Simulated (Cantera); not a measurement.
# Equilibrium for carbothermic reduction: Fe3O4 + CH4 + H2

Charge: 1 mol Fe3O4, 0.67 mol CH4, 4.6 mol H2, held at 2327 °C.

Equilibrium computed with Cantera from the NASA thermochemical tables; the gas is ideal and each condensed phase is pure. Candidate condensed phases: C, C6H6, C7H8, C8H18, Fe, Fe(CO)5, FeO, Fe(OH)2, Fe(OH)3, Fe2O3, Fe3O4, H2O; 114 gas species. Each liquid is taken as pure. Mutual solubility and eutectic melting of coexisting phases are not modelled. The tables' stoichiometric FeO is somewhat more stable than real wüstite, so its field is too wide. FeO: taken at fixed stoichiometry. The numbers say what is thermodynamically allowed, not how fast it happens.

| P (Pa) | x H | x H2 | x H2O | x Fe | x O | x CO | x OH | x FeO | x O2 | n FeO(l) | n Fe(l) |
|---|---|---|---|---|---|---|---|---|---|---|---|
| 10 | 0.595 | 0.0240 | 0.00176 | 0.165 | 0.161 | 0.0366 | 0.0101 | 0.000721 | 0.00481 | 0 | 0 |
| 42 | 0.513 | 0.0750 | 0.0182 | 0.181 | 0.128 | 0.0396 | 0.0288 | 0.00263 | 0.0126 | 0 | 0 |
| 180 | 0.354 | 0.153 | 0.0873 | 0.215 | 0.0697 | 0.0457 | 0.0466 | 0.00731 | 0.0162 | 0 | 0 |
| 750 | 0.204 | 0.212 | 0.186 | 0.250 | 0.0258 | 0.0517 | 0.0414 | 0.0131 | 0.00923 | 0 | 0 |
| 3200 | 0.107 | 0.249 | 0.256 | 0.272 | 0.00709 | 0.0556 | 0.0255 | 0.0166 | 0.00296 | 0 | 0 |
| 13000 | 0.0594 | 0.311 | 0.271 | 0.260 | 0.00148 | 0.0615 | 0.0120 | 0.0135 | 0.000524 | 0.365 | 0 |
| 56000 | 0.0366 | 0.509 | 0.251 | 0.107 | 0.000194 | 0.0819 | 0.00418 | 0.00314 | 3.91e-5 | 1.30 | 0.858 |
| 240000 | 0.0187 | 0.572 | 0.283 | 0.0249 | 4.54e-5 | 0.0908 | 0.00214 | 0.000732 | 9.12e-6 | 1.31 | 1.51 |
| 1000000 | 0.00933 | 0.591 | 0.292 | 0.00596 | 1.09e-5 | 0.0931 | 0.00107 | 0.000176 | 2.19e-6 | 1.31 | 1.64 |
x: gas mole fraction; n: condensed amount in mol.

From 0.000100 bar to 0.0320 bar nothing is condensed. At 0.130 bar the condensed part is FeO(l). From 0.560 bar to 10.0 bar the condensed part is Fe(l) + FeO(l). The main Fe-bearing gas is Fe throughout.
